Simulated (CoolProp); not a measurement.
Vapour-liquid equilibrium of C3F8 (R218) (1) + R134a (2) at -60.95 °C; x and y are mole fractions of (1).

The numbers come from the multi-fluid Helmholtz-energy mixture model, Lemmon 2006 and Tillner-Roth 1994; pair parameters Bell 2016 in CoolProp.

Give the bubble pressure and the first vapour's composition at x = 0.2, 0.5, 0.65. Is there an azeotrope?

x = 0.2: 0.03214 MPa, y = 0.593; x = 0.5: 0.03516 MPa, y = 0.657; x = 0.65: 0.03538 MPa, y = 0.674. y crosses x between x = 0.65 and 0.8: the model has an azeotrope there.

The pair parameters rest on a limited set of measurements; away from them the model extrapolates. With so large a gap from Raoult's law the liquid may split in two, which this calculation doesn't test in full.
